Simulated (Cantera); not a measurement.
Charge: 1 mol SiH₄, 0.25 mol C₂H₄, 150 mol H₂, at 1827 °C and 0.440 bar.

Equilibrium computed with Cantera from the NASA thermochemical tables; the gas is ideal and each condensed phase is pure. Candidate condensed phases: C, C₆H₆, C₇H₈, C₈H₁₈, Si, SiC; 87 gas species. Mutual solubility and eutectic melting of coexisting phases are not modelled. Gases not in the tables: Si₂H₆ and higher silanes. The numbers say what is thermodynamically allowed, not how fast it happens.

### Question
What is the equilibrium state?

### Answer
```
Item                                        Value
--------------------------------------  ---------
x(H₂)                                       0.995
x(H)                                      0.00468
x(Si)                                    0.000303
x(SiH₂)                                  0.000181
x(SiH)                                   0.000109
x(Si₂C)                                   1.24e-5
x(CH₄)                                    1.12e-5
x(C₂H₂ (acetylene))                       8.73e-6
x(Si₂)                                    3.95e-6
n(Si(l))                                0.410 mol
n(SiC(s))                               0.494 mol
gas amount                              152.9 mol
log10 activity of C(graphite) (absent)      -1.11
```
